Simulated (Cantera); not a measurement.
Input: 1 mol Fe2O3, a varied amount of Cl2, equilibrated at 1148 K and 63.0 Pa.

Equilibrium computed with Cantera from the NASA thermochemical tables; the gas is ideal and each condensed phase is pure. Candidate condensed phases: Fe, FeCl2, FeCl3, FeO, Fe2O3, Fe3O4; 13 gas species. Equilibrium is a limit: real reactors are often held back by kinetics, nucleation or transport.

Problem. At 0.79 mol Cl2, list the 5 most abundant gas species with their mole fractions, and the condensed phases.

Solution. Cl2 0.376, O2 0.240, FeCl2 0.179, FeCl3 0.140, Cl 0.0655. Condensed: Fe2O3(s).
